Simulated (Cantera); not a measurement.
A closed system holds: 1 mol Fe₂O₃, 16 mol CO, at 0.100 bar.

These are equilibrium values from Cantera (NASA tables, ideal gas, pure condensed phases), not measurements of a reactor. Candidate condensed phases: C, Fe, Fe(CO)₅, FeO, Fe₂O₃, Fe₃O₄; 15 gas species. Each liquid is taken as pure. Mutual solubility and eutectic melting of coexisting phases are not modelled. The tables' stoichiometric FeO is somewhat more stable than real wüstite, so its field is too wide. FeO: taken at fixed stoichiometry. Kinetics and transport are ignored.

log p: log10 of the partial pressure in bar; n: condensed amount in mol.

```
T (K)  log p CO  log p CO₂  log p Fe  log p FeO  log p O  log p O₂  n Fe(l)  n FeO(l)
-----  --------  ---------  --------  ---------  -------  --------  -------  --------
1975      -1.04      -2.03     -3.56      -5.62    -7.21     -7.91    0.465      1.49
2025      -1.04      -2.04     -3.32      -5.32    -6.88     -7.57    0.387      1.53
2075      -1.04      -2.05       [?]        [?]      [?]       [?]      [?]      1.57
2125      -1.05      -2.07     -2.87      -4.77    -6.26     -6.95    0.166      1.61
2175      -1.05      -2.08       [?]        [?]      [?]       [?]        0      1.64
2225      -1.06      -2.04     -2.52      -4.27    -5.63     -6.26        0      1.49
2275      -1.07      -2.00     -2.39      -4.03    -5.30     -5.87        0      1.31
2325      -1.08      -1.95     -2.28      -3.81    -4.98     -5.48        0      1.09
2375      -1.09      -1.91     -2.18      -3.60    -4.67     -5.10        0     0.819
```

Question: Some entries are withheld; supply them.

Answer: 
- 2175, log p Fe: -2.66
- 2175, log p FeO: -4.51
- 2175, log p O: -5.97
- 2175, log p O₂: -6.66
- 2075, log p Fe: -3.09
- 2075, log p FeO: -5.04
- 2075, log p O: -6.56
- 2075, log p O₂: -7.25
- 2075, n Fe(l): 0.292
